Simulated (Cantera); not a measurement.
An isothermal, constant-pressure homogeneous reactor starts with NO : N₂ = 1 : 6.5 (molar parts), at 1898 K and 0.420 bar. Integrator tolerance rtol = 1e-08.

Model: GRI-Mech 3.0 (53 species, 325 reactions), integrated in Cantera.

Problem. What does this change do: temperature 1898 to 1973 K?

Solution. 
```json
[
 {"quantity": "x(NO) at 3.00 s", "before": "0.103 (gas-phase equilibrium 0.00346)", "after": "0.0740 (gas-phase equilibrium 0.00429)"},
 {"quantity": "x(NO₂) at 3.00 s", "before": "3.82e-5 (gas-phase equilibrium 2.57e-6)", "after": "3.29e-5 (gas-phase equilibrium 2.78e-6)"},
 {"quantity": "x(N₂O) at 3.00 s", "before": "4.64e-6 (gas-phase equilibrium 1.38e-7)", "after": "2.50e-6 (gas-phase equilibrium 1.70e-7)"},
 {"quantity": "x(N₂) at 3.00 s", "before": "0.882 (gas-phase equilibrium 0.932)", "after": "0.896 (gas-phase equilibrium 0.931)"},
 {"quantity": "x(O) at 3.00 s", "before": "5.89e-5 (gas-phase equilibrium 0.000116)", "after": "0.000149 (gas-phase equilibrium 0.000214)"},
 {"quantity": "x(O₂) at 3.00 s", "before": "0.0149 (gas-phase equilibrium 0.0649)", "after": "0.0296 (gas-phase equilibrium 0.0644)"}
]
```

Problem. What does this change do: temperature 1898 to 1450 K?

Solution. 
```json
[
 {"quantity": "x(NO) at 3.00 s", "before": "0.103 (gas-phase equilibrium 0.00346)", "after": "0.133 (gas-phase equilibrium 0.000584)"},
 {"quantity": "x(NO₂) at 3.00 s", "before": "3.82e-5 (gas-phase equilibrium 2.57e-6)", "after": "3.06e-5 (gas-phase equilibrium 1.33e-6)"},
 {"quantity": "x(N₂O) at 3.00 s", "before": "4.64e-6 (gas-phase equilibrium 1.38e-7)", "after": "5.56e-6 (gas-phase equilibrium 2.57e-8)"},
 {"quantity": "x(N₂) at 3.00 s", "before": "0.882 (gas-phase equilibrium 0.932)", "after": "0.867 (gas-phase equilibrium 0.933)"},
 {"quantity": "x(O) at 3.00 s", "before": "5.89e-5 (gas-phase equilibrium 0.000116)", "after": "8.71e-8 (gas-phase equilibrium 8.03e-7)"},
 {"quantity": "x(O₂) at 3.00 s", "before": "0.0149 (gas-phase equilibrium 0.0649)", "after": "8.77e-5 (gas-phase equilibrium 0.0664)"}
]
```
